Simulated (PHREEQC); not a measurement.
**Copper plating or etch bath (model solution)**

Make-up at 25 °C: 1.5 mmol/kgw Cu(NO3)2, 4.3 mmol/kgw H2SO4 and 7.7 mmol/kgw NaCl. Closed to the air; pH follows from the charge balance.

Equilibrium calculation in PHREEQC: ion-association model, phreeqc.dat.

This is a speciation only: nothing precipitates in the calculation.

Question: Predict the pH, specific conductance.

Answer: pH 2.18; specific conductance 3960 µS/cm.

Question: In which forms is Cu present?

Answer: Cu+2 83 %, CuSO4 16 %, CuCl+ 1.0 % of the Cu.

Complexes and solids missing from the database can't appear.
